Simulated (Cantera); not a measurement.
Input (Python, Cantera) and output of one run.

```python
import numpy as np
import cantera as ct

gas_names = """
    I2 PbI2 H2 HI ALI3
""".split()
cond_names = """
    Pb(cr) Pb(L) AL(cr) AL(L) Mg(cr) Mg(L) MgI2(s) MgI2(L)
""".split()


# ... load() reads the species with a 1 bar reference pressure and builds the phases ...
species = {s.name: s for s in load("nasa_gas.yaml", gas_names) + load("nasa_condensed.yaml", cond_names)}
# Each term lists the table entries of one substance; the one whose range holds T is used.
reactions = {
    'Pb + I2(g) = PbI2(g)':
        [(-1, ['Pb(cr)', 'Pb(L)']), (-1, ['I2']), (1, ['PbI2'])],
    'H2(g) + I2(g) = 2 HI(g)':
        [(-1, ['H2']), (-1, ['I2']), (2, ['HI'])],
    '0.6667 Al + I2(g) = 0.6667 AlI3(g)':
        [(-0.6666666666666666, ['AL(cr)', 'AL(L)']), (-1, ['I2']), (0.6666666666666666, ['ALI3'])],
    'Mg + I2(g) = MgI2':
        [(-1, ['Mg(cr)', 'Mg(L)']), (-1, ['I2']), (1, ['MgI2(s)', 'MgI2(L)'])],
}


def pick(names, T):
    return next(species[n] for n in names if species[n].thermo.min_temp <= T <= species[n].thermo.max_temp)


results = []
for label, terms in reactions.items():
    print(label)
    print("     T/K   dH/kJ  dS/(J/K)   dG/kJ   log10 K")
    for T in [823, 873, 923, 973, 1023, 1073, 1123]:
        used = [(nu, pick(names, T)) for nu, names in terms]
        dH = sum(nu * s.thermo.h(T) for nu, s in used) / 1e6
        dS = sum(nu * s.thermo.s(T) for nu, s in used) / 1e3
        dG = dH - T * dS / 1e3
        logK = -dG * 1e6 / (ct.gas_constant * T * np.log(10))
        results.append((label, T, dH, dS, dG, logK, [s.name for _, s in used]))
        print(f"{T:8g} {dH:8.1f} {dS:8.1f} {dG:8.1f} {logK:8.2f}")
```

Result:

```
Pb + I2(g) = PbI2(g)
     T/K   dH/kJ  dS/(J/K)   dG/kJ   log10 K
     823    -74.9     17.7    -89.5     5.68
     873    -75.4     17.1    -90.4     5.41
     923    -75.9     16.6    -91.2     5.16
     973    -76.4     16.1    -92.0     4.94
    1023    -76.8     15.6    -92.8     4.74
    1073    -77.3     15.2    -93.6     4.56
    1123    -77.8     14.8    -94.3     4.39
H2(g) + I2(g) = 2 HI(g)
     T/K   dH/kJ  dS/(J/K)   dG/kJ   log10 K
     823    -13.0     15.0    -25.4     1.61
     873    -13.2     14.8    -26.1     1.56
     923    -13.3     14.7    -26.9     1.52
     973    -13.5     14.5    -27.6     1.48
    1023    -13.6     14.4    -28.3     1.45
    1073    -13.6     14.4    -29.0     1.41
    1123    -13.7     14.3    -29.8     1.38
0.6667 Al + I2(g) = 0.6667 AlI3(g)
     T/K   dH/kJ  dS/(J/K)   dG/kJ   log10 K
     823   -192.4    -32.5   -165.7    10.52
     873   -192.6    -32.7   -164.1     9.82
     923   -192.9    -33.0   -162.4     9.19
     973   -200.3    -40.9   -160.5     8.61
    1023   -200.5    -41.1   -158.4     8.09
    1073   -200.7    -41.3   -156.3     7.61
    1123   -200.9    -41.5   -154.3     7.18
Mg + I2(g) = MgI2
     T/K   dH/kJ  dS/(J/K)   dG/kJ   log10 K
     823   -420.8   -147.3   -299.5    19.01
     873   -419.9   -146.3   -292.2    17.48
     923   -389.5   -112.8   -285.4    16.15
     973   -396.5   -120.4   -279.4    15.00
    1023   -395.1   -119.0   -273.4    13.96
    1073   -393.7   -117.7   -267.5    13.02
    1123   -392.3   -116.4   -261.6    12.17
```

Source: NASA polynomial tables (part measured, part estimated), evaluated in Cantera. Condensed species are held in their standard states even where they would react or evaporate.
